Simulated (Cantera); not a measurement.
# Thermodynamics of thermal oxidation and active oxidation of silicon, feed Si + H2O + N2

Feed: 1 mol Si, 0.11 mol H2O, 180 mol N2, equilibrated at 1600 Pa.

Cantera equilibrium calculation (NASA polynomials, part measured and part estimated; ideal gas, pure solids and liquids). Candidate condensed phases: H2O, Si, SiO2, Si2N2O, Si3N4; 35 gas species. The tables' values for SiN are old estimates; treat these amounts as uncertain. Equilibrium is a limit: real reactors are often held back by kinetics, nucleation or transport.

```
T (K)   x N2      x Si     x SiO      x H2       x H    x Si2N     x SiN  n Si3N4(s)  n Si(l)
-----  -----  --------  --------  --------  --------  --------  --------  ----------  -------
1723   0.999   1.72e-5  0.000612  0.000595   3.52e-5   6.00e-7   1.22e-6       0.295        0
1773   0.999   6.64e-5  0.000612  0.000585   5.44e-5   3.33e-6   4.03e-6       0.292        0
1823   0.998  0.000238  0.000612  0.000571   8.18e-5   1.68e-5   1.24e-5       0.279        0
1873   0.998  0.000551  0.000610  0.000549  0.000120   3.73e-5   2.51e-5           0    0.770
1923   0.998   0.00106  0.000610  0.000523  0.000170   5.97e-5   4.22e-5           0    0.665
1973   0.997   0.00197  0.000609  0.000489  0.000236   9.32e-5   6.92e-5           0    0.478
2023   0.995   0.00356  0.000608  0.000446  0.000317  0.000142  0.000111           0    0.155
2073   0.994   0.00447  0.000607  0.000397  0.000414  0.000109  0.000124           0        0
2123   0.994   0.00461  0.000607  0.000342  0.000525   5.87e-5  0.000115           0        0
```
x: gas mole fraction; n: condensed amount in mol.

From 1723 K to 1823 K the condensed part is Si3N4(s). From 1873 K to 2023 K the condensed part is Si(l). From 2073 K to 2123 K nothing is condensed. The main Si-bearing gas is SiO at 1723 K and Si at 2123 K.
